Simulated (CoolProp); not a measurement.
Vapour-liquid equilibrium of n-heptane (1) + m-xylene (2) at 444.8 K; x and y are mole fractions of (1).

Values from CoolProp's multi-fluid Helmholtz-energy mixture model, Span 2003 and Zhou 2012; pair parameters Bell 2016.

Q: Give the bubble pressure and the first vapour's composition at x = 0.5, 0.8, 0.95. Is there an azeotrope?

A: x = 0.5: 0.4191 MPa, y = 0.691; x = 0.8: 0.5173 MPa, y = 0.888; x = 0.95: 0.5668 MPa, y = 0.973. No azeotrope shows between x = 0.05 and 0.95.

The pair parameters rest on a limited set of measurements; away from them the model extrapolates.
